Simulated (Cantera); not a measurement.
Input: 1 mol CO, 95 mol H2, at 723.15 K and 0.100 bar.

These are equilibrium values from Cantera (NASA tables, ideal gas, pure condensed phases), not measurements of a reactor. The numbers say what is thermodynamically allowed, not how fast it happens.

```
species            before   after
----------------  -------  ------
CO2               9.23e-7   0.413
H2O                0.0106   0.258
H2                  0.979   0.246
CO                1.11e-5  0.0515
CH4                0.0106  0.0321
C(graphite), mol        0   0.562
```
Gas species are given as mole fractions.

**Question.** What was changed between the two runs?
(A) temperature from 723.15 K to 2173.15 K
(B) temperature from 723.15 K to 2698 K
(C) H2 from 95 to 9.1 mol
(D) H2 from 95 to 0.5 mol

**Answer.** D, H2 from 95 to 0.5 mol
